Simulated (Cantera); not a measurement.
Input: 1 mol MgO, 0.01 mol HCl, 0.33 mol N₂, held at 0.0133 bar.

These are equilibrium values from Cantera (NASA tables, ideal gas, pure condensed phases), not measurements of a reactor. Candidate condensed phases: H₂O, Mg, MgCl₂, MgO, Mg(OH)₂, NH₄Cl; 38 gas species. Equilibrium is a limit: real reactors are often held back by kinetics, nucleation or transport. All values below are at 1523 K.

Base state: N₂ 0.970, HCl 0.0250, MgCl₂ 0.00204, H₂O 0.00204, Cl 0.000318, H₂ 0.000160 (mole fractions); condensed: MgO(s).

Task: What changes in the equilibrium state with this change: HCl from 0.01 to 0.15 mol?

Result: 
| species | before | after |
|---|---|---|
| N₂ | 0.970 | 0.687 |
| HCl | 0.0250 | 0.267 |
| MgCl₂ | 0.00204 | 0.0218 |
| H₂O | 0.00204 | 0.0218 |
| H₂ | 0.000160 | 0.000778 |
| Cl | 0.000318 | 0.00154 |
| MgO(s), mol | 0.999 | 0.990 |
